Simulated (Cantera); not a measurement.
# Adiabatic ignition

An adiabatic, constant-pressure homogeneous reactor starts with 15.2 % CH₄, 2.28 % C₂H₆, 16.7 % O₂, 62.9 % N₂, 2.74 % H₂O, 0.128 % H₂, equivalence ratio 2.3, at 1123 K and 1.30 bar.

Model: GRI-Mech 3.0 (53 species, 325 reactions), integrated in Cantera.

| t (s) | T (K) | x CH₄ | x C₂H₆ | x O₂ | x N₂O | x CH₃ | x NO₂ | x H₂O₂ |
|---|---|---|---|---|---|---|---|---|
| 2.00e-6 | 1123 | 0.152 | 0.0228 | 0.167 | <1e-12 | 1.05e-8 | <1e-12 | <1e-12 |
| 5.64e-6 | 1123 | 0.152 | 0.0228 | 0.167 | <1e-12 | 2.93e-8 | <1e-12 | 3.31e-12 |
| 1.59e-5 | 1123 | 0.152 | 0.0228 | 0.167 | <1e-12 | 8.12e-8 | <1e-12 | 3.06e-11 |
| 4.48e-5 | 1123 | 0.152 | 0.0228 | 0.167 | <1e-12 | 2.17e-7 | <1e-12 | 3.51e-10 |
| 0.000126 | 1123 | 0.152 | 0.0228 | 0.167 | <1e-12 | 5.35e-7 | <1e-12 | 4.90e-9 |
| 0.000356 | 1123 | 0.152 | 0.0228 | 0.167 | <1e-12 | 1.10e-6 | <1e-12 | 6.91e-8 |
| 0.00100 | 1123 | 0.152 | 0.0228 | 0.167 | 4.63e-12 | 2.23e-6 | <1e-12 | 7.77e-7 |
| 0.00283 | 1123 | 0.152 | 0.0227 | 0.167 | 5.98e-11 | 9.61e-6 | <1e-12 | 8.66e-6 |
| 0.00797 | 1156 | 0.146 | 0.0188 | 0.160 | 9.74e-10 | 5.91e-5 | <1e-12 | 0.000161 |
| 0.0225 | 2043 | 0.00120 | 8.02e-8 | 4.06e-8 | 1.09e-9 | 9.89e-5 | 1.34e-11 | 6.15e-11 |
| 0.0634 | 2033 | 1.18e-5 | 7.47e-12 | 3.24e-8 | 2.89e-9 | 8.97e-7 | 2.41e-11 | 4.92e-11 |
| 0.179 | 2033 | 7.29e-10 | <1e-12 | 3.29e-8 | 1.14e-9 | 5.61e-11 | 1.50e-11 | 5.00e-11 |
| 0.503 | 2033 | 6.65e-10 | <1e-12 | 3.30e-8 | 3.19e-10 | 5.12e-11 | 6.62e-12 | 5.00e-11 |
| 1.42 | 2033 | 6.54e-10 | <1e-12 | 3.30e-8 | 1.61e-10 | 5.03e-11 | 2.97e-12 | 5.01e-11 |
| 4.00 | 2033 | 6.52e-10 | <1e-12 | 3.30e-8 | 1.39e-10 | 5.02e-11 | 2.03e-12 | 5.01e-11 |
x: mole fraction; the columns are a selection and need not sum to one.

The time of steepest temperature rise is 9.82 ms and the temperature at 4.00 s comes out as 2033 K. The equilibrium temperature comes out as 2033 K. The x(CH₄) at 4.00 s is 6.52e-10 (gas-phase equilibrium 7.57e-10), the x(C₂H₆) at 4.00 s is <1e-12 (gas-phase equilibrium <1e-12) and the x(O₂) at 4.00 s is 3.30e-8 (gas-phase equilibrium 3.30e-8).
